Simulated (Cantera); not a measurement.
Feed: 1 mol PbO, 470 mol H₂, 47 mol N₂, held at 2048 K and 0.000560 bar.

Equilibrium computed with Cantera from the NASA thermochemical tables; the gas is ideal and each condensed phase is pure. Candidate condensed phases: H₂O, Pb, PbO, PbO₂, Pb₃O₄; 27 gas species. Rates play no part.

Base state: H₂ 0.824, N₂ 0.0868, H 0.0859, Pb 0.00185, H₂O 0.00183, OH 2.07e-5 (mole fractions); condensed: gas only.

Task: What changes in the equilibrium state with this change: temperature from 2048 K to 625 K?

Result: 
```
species      before    after
----------  -------  -------
H₂            0.824    0.907
N₂           0.0868   0.0909
H₂O         0.00183  0.00193
H            0.0859    <1e-9
Pb          0.00185  4.16e-8
OH          2.07e-5    <1e-9
Pb(l), mol        0    1.000
```

Task: What changes in the equilibrium state with this change: temperature from 2048 K to 2000 K?

Result: 
```
species   before    after
-------  -------  -------
H₂         0.824    0.845
N₂        0.0868   0.0879
H         0.0859   0.0632
Pb       0.00185  0.00187
OH       2.07e-5  1.38e-5
H₂O      0.00183  0.00185
```
